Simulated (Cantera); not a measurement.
Input: 1 mol LiOH, 0.012 mol H2, equilibrated at 1902 °C and 101000 Pa.

These are equilibrium values from Cantera (NASA tables, ideal gas, pure condensed phases), not measurements of a reactor. Candidate condensed phases: H2O, Li, LiH, LiOH, Li2O; 17 gas species. Rates play no part.

Base state: LiOH 0.747, H2O 0.207, Li2O 0.0199, Li 0.0132, H2 0.00901, Li2(OH)2 0.00159, OH 0.00142, O2 0.000492 (mole fractions); condensed: Li2O(l).

Task: What changes in the equilibrium state with this change: temperature from 1902 °C to 1777 °C?

Result: 
```tsv
species	before	after
LiOH	0.747	0.616
H2O	0.207	0.355
H2	0.00901	0.0140
Li2O	0.0199	0.00671
Li	0.0132	0.00490
O	5.07e-5	1.02e-5
Li2O2	6.46e-5	1.30e-5
O2	0.000492	0.000111
LiO	0.000403	9.25e-5
LiH	4.76e-5	2.36e-5
Li2O(l), mol	0.152	0.259
```
